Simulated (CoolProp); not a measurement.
Computed with CoolProp (reference Helmholtz-energy equation of state, Zhou 2012).

Problem. For p-xylene, give the phase and the density (kg/m³), Prandtl number, fugacity coefficient at 346.85 °C and 383 kPa; 346.85 °C and 4520 kPa.

Solution. 
- 346.85 °C and 383 kPa: gas; density 8.23, Prandtl number 0.679, fugacity coefficient 0.960
- 346.85 °C and 4520 kPa: supercritical; density 436, Prandtl number 2.87, fugacity coefficient 0.539

Viscosity comes from a separate model (Balogun 2015). Thermal conductivity comes from a separate model (Mylona 2014).
